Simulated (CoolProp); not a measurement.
Vapour-liquid equilibrium of R143a (1) + R1234yf (2) at 211.2 K; x and y are mole fractions of (1).

Values from CoolProp's multi-fluid Helmholtz-energy mixture model, Lemmon and Jacobsen 2000 and Lemmon 2022; pair parameters Bell 2016.

| x | bubble pressure, mixture model (kPa) | bubble pressure, Raoult's law (kPa) | y, mixture model | y, Raoult's law |
|---|---|---|---|---|
| 0.05 | 20.46 | 20.14 | 0.131 | 0.118 |
| 0.125 | 22.99 | 22.32 | 0.284 | 0.267 |
| 0.2 | 25.40 | 24.49 | 0.404 | 0.389 |
| 0.275 | 27.71 | 26.67 | 0.501 | 0.492 |
| 0.35 | 29.94 | 28.84 | 0.583 | 0.579 |
| 0.425 | 32.10 | 31.02 | 0.652 | 0.653 |
| 0.5 | 34.21 | 33.19 | 0.713 | 0.718 |
| 0.575 | 36.28 | 35.36 | 0.767 | 0.775 |
| 0.65 | 38.32 | 37.54 | 0.816 | 0.826 |
| 0.725 | 40.34 | 39.71 | 0.861 | 0.871 |
| 0.8 | 42.34 | 41.89 | 0.902 | 0.911 |
| 0.875 | 44.35 | 44.06 | 0.940 | 0.947 |
| 0.95 | 46.35 | 46.24 | 0.977 | 0.980 |

The largest gap from Raoult's law is +3.9 % in bubble pressure, at x = 0.275. No azeotrope shows between x = 0.05 and 0.95.

The pair parameters rest on a limited set of measurements; away from them the model extrapolates.
